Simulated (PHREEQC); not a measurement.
Solution (25 °C): 0.26 mol MgSO4, 0.028 mol H3BO3 and 0.32 mol MgCl2 per kg of water. Closed to the air; pH follows from the charge balance.

Equilibrium calculation in PHREEQC: Pitzer model, pitzer.dat.

```json
[
 {"quantity": "pH", "before": "5.09", "after": "5.86"},
 {"quantity": "MgB(OH)4+ (mol/kgw)", "before": "1.11e-5", "after": "7.10e-7"},
 {"quantity": "HSO4- (mol/kgw)", "before": "1.08e-5", "after": "8.48e-7"},
 {"quantity": "B(OH)4- (mol/kgw)", "before": "9.29e-6", "after": "1.93e-6"},
 {"quantity": "B3O3(OH)4- (mol/kgw)", "before": "3.87e-7", "after": "7.80e-10"},
 {"quantity": "MgOH+ (mol/kgw)", "before": "3.45e-8", "after": "2.47e-8"},
 {"quantity": "SI of Epsomite (MgSO4:7H2O)", "before": "-1.15", "after": "-2.24"},
 {"quantity": "SI of Hexahydrite (MgSO4:6H2O)", "before": "-1.42", "after": "-2.52"}
]
```

Task: Name the change that produced these shifts.
(A) temperature from 25 to 35 °C
(B) MgSO4 from 0.26 to 0.026 mol/kgw
(C) diluted 2-fold with water
(D) diluted 10-fold with water

Result: D, diluted 10-fold with water

Precipitation was switched off in this run. In brines, pH and single-ion activities rest on the MacInnes convention.
